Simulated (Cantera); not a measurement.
Cantera with NASA thermochemical tables; ideal gases at 1 bar, condensed phases pure. Values are per mole of reaction as written; species without (g) are pure solids or liquids, kept so even where they would boil at 1 bar.

NbO2 + H2(g) ⇌ H2O2(g) + Nb

| T (K) | ΔH° (kJ) | ΔS° (J/K) | ΔG° (kJ) | log10 K | condensed phases |
|---|---|---|---|---|---|
| 950 | 644.2 | 60.6 | 586.6 | -32.26 | NbO2(s), Nb(s) |
| 1150 | 635.0 | 52.0 | 575.3 | -26.13 | NbO2(s), Nb(s) |
| 1350 | 630.7 | 48.5 | 565.3 | -21.87 | NbO2(s), Nb(s) |
| 1550 | (withheld) | (withheld) | (withheld) | (withheld) | NbO2(s), Nb(s) |
| 1750 | (withheld) | (withheld) | (withheld) | (withheld) | NbO2(s), Nb(s) |
| 1950 | 622.2 | 43.2 | 538.0 | -14.41 | NbO2(s), Nb(s) |
| 2150 | 620.3 | 42.3 | 529.5 | -12.86 | NbO2(s), Nb(s) |
| 2350 | 525.0 | -1.5 | 528.6 | -11.75 | NbO2(l), Nb(s) |
| 2550 | 522.0 | -2.8 | 529.0 | -10.84 | NbO2(l), Nb(s) |
| 2750 | 519.7 | -3.6 | 529.6 | -10.06 | NbO2(l), Nb(s) |

### Question
Complete the blanks.

### Answer

- 1550, ΔH° (kJ): 627.4
- 1550, ΔS° (J/K): 46.2
- 1550, ΔG° (kJ): 555.8
- 1550, log10 K: -18.73
- 1750, ΔH° (kJ): 624.6
- 1750, ΔS° (J/K): 44.5
- 1750, ΔG° (kJ): 546.8
- 1750, log10 K: -16.32
